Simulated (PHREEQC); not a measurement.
A PHREEQC speciation (ion-association model, wateq4f.dat) at 26 °C gives pH 12.14 and these molalities:

| species | mol/kgw |
|---|---|
| OH- | 0.0174 |
| Ca+2 | 0.00811 |
| CaOH+ | 0.00119 |

Question: What are the element totals, and what could have been dissolved in 1 kg of water to give them?

Answer: One answer among several that fit: totals Ca 0.00930 mol/kgw, from 0.0093 mol Ca(OH)2 per kg of water.

Precipitation was switched off in this run. Species that the database lacks are ignored.
